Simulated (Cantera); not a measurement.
## Nb + O₂ + H₂ (tantalum, niobium, vanadium and zirconium in process gases)

Input: 1 mol Nb, 2.4 mol O₂, 31 mol H₂, held at 2500 °C and 1.30 Pa.

Equilibrium computed with Cantera from the NASA thermochemical tables; the gas is ideal and each condensed phase is pure. Candidate condensed phases: H₂O, Nb, NbO, NbO₂, Nb₂O₅; 12 gas species. Kinetics and transport are ignored.

- x(H) = 0.928
- x(O) = 0.0551
- x(NbO) = 0.0130
- x(H₂) = 0.00202
- x(NbO₂) = 0.00191
- x(OH) = 0.000190
- x(Nb) = 0.000138
- x(O₂) = 1.66e-5
- x(H₂O) = 1.51e-6
- gas amount = 66.53 mol
- log10 activity of Nb(l) (absent) = -2.77
- log10 activity of NbO₂(l) (absent) = -5.67
